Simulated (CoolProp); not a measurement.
Vapour-liquid equilibrium of CF4 (R14) (1) + R13 (2) at -104.45 °C; x and y are mole fractions of (1).

Computed with CoolProp (multi-fluid Helmholtz-energy mixture model, Platzer 1990 and Platzer 1990; pair parameters Bell 2016). This equation is an older, rougher fit; its heat capacities, sound speeds and derivatives of the liquid may be far off and weren't checked against measurements.

```
x     bubble pressure (kPa)  y at the bubble point  dew pressure at overall composition x (kPa)  liquid density (mol/L)
----  ---------------------  ---------------------  -------------------------------------------  ----------------------
0.05                  52.46                  0.552                                        25.62                   15.45
0.15                  102.8                  0.789                                        28.54                   15.61
0.25                  146.8                  0.864                                        32.20                   15.76
0.35                  186.1                  0.903                                        36.93                   15.91
0.45                  221.8                  0.927                                        43.28                   16.06
0.55                  255.5                  0.944                                        52.25                   16.19
0.65                  288.2                  0.959                                        65.88                   16.33
0.75                  321.2                  0.971                                        88.97                   16.45
0.85                  355.6                  0.983                                        136.0                   16.56
0.95                  392.8                  0.994                                        267.6                   16.65
```

No azeotrope shows between x = 0.05 and 0.95.

The pair parameters rest on a limited set of measurements; away from them the model extrapolates.
